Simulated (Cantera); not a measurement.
Equilibrium for sublimation and decomposition of ceramics: SiC + Si + H2

Input: 1 mol SiC, 0.16 mol Si, 0.059 mol H2, at 1775 °C and 8.40 mbar.

Equilibrium computed with Cantera from the NASA thermochemical tables; the gas is ideal and each condensed phase is pure. Candidate condensed phases: C, C6H6, C7H8, C8H18, Si, SiC; 87 gas species. Mutual solubility and eutectic melting of coexisting phases are not modelled. Gases not in the tables: Si2H6 and higher silanes. Kinetics and transport are ignored.

```yaml
x(H2): 0.966
x(H): 0.0240
x(Si): 0.00900
x(SiH): 0.000492
x(Si2C): 0.000300
x(SiH2): 0.000134
x(Si2): 0.000104
x(Si3): 2.19e-5
x(C2H2 (acetylene)): 4.31e-6
n(Si(l)): 0.159 mol
n(SiC(s)): 1.000 mol
gas_amount: 0.06031 mol
log10 activity of C(graphite) (absent): -1.19
```
